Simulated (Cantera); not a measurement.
# SiH₄ + NO (silicon oxide and oxynitride deposition)

Feed: 1 mol SiH₄, 0.79 mol NO, at 0.000840 bar.

These are equilibrium values from Cantera (NASA tables, ideal gas, pure condensed phases), not measurements of a reactor. Candidate condensed phases: H₂O, Si, SiO₂, Si₂N₂O, Si₃N₄; 35 gas species. Mutual solubility and eutectic melting of coexisting phases are not modelled. The tables' values for SiN are old estimates; treat these amounts as uncertain. The tables hold silica as quartz up to 1696 K and as liquid above; real silica turns to tridymite and cristobalite and melts near 1996 K. Gases not in the tables: Si₂H₆ and higher silanes. Kinetics and transport are ignored.

```csv
T (°C),log p H₂,log p SiO,log p N₂,log p H,log p Si,log p SiH,log p Si₂N,n Si(s),n SiO₂(α-quartz),n Si₂N₂O(s),n SiO₂(β-quartz),n Si(l)
400,-3.08,<-15,<-15,<-15,<-15,<-15,<-15,0.0125,0.198,0.395,0,0
500,-3.08,-14.64,<-15,-13.58,<-15,<-15,<-15,0.0125,0.198,0.395,0,0
600,-3.08,-11.93,<-15,-11.87,<-15,<-15,<-15,0.0125,0,0.395,0.198,0
700,-3.08,-9.79,<-15,-10.50,<-15,<-15,<-15,0.0125,0,0.395,0.198,0
800,-3.08,-8.05,-13.83,-9.39,-14.16,-14.13,<-15,0.0125,0,0.395,0.197,0
900,-3.08,-6.62,-11.80,-8.47,-12.31,-12.59,<-15,0.0122,0,0.395,0.197,0
1000,-3.08,-5.41,-10.11,-7.69,-10.74,-11.30,<-15,0.00786,0,0.395,0.193,0
1100,-3.08,-4.97,-6.91,-7.02,-10.58,-11.36,-14.73,0,0,0.395,0.185,0
1200,-3.11,-4.33,-4.91,-6.45,-9.92,-10.92,-13.72,0,0,0.364,0.154,0
1300,-3.22,-3.75,-4.25,-6.00,-8.31,-9.54,-11.30,0,0,0.210,0,0
1400,-3.28,-3.68,-3.98,-5.58,-6.38,-7.79,-8.29,0.208,0,0,0,0
1500,-3.28,-3.68,-3.99,-5.19,-5.67,-7.22,-7.76,0,0,0,0,0.201
```
log p: log10 of the partial pressure in bar; n: condensed amount in mol.

From 400 °C to 500 °C the condensed part is Si(s) + SiO₂(α-quartz) + Si₂N₂O(s). From 600 °C to 1000 °C the condensed part is Si(s) + SiO₂(β-quartz) + Si₂N₂O(s). From 1100 °C to 1200 °C the condensed part is SiO₂(β-quartz) + Si₂N₂O(s). At 1300 °C the condensed part is Si₂N₂O(s). At 1400 °C the condensed part is Si(s). At 1500 °C the condensed part is Si(l).
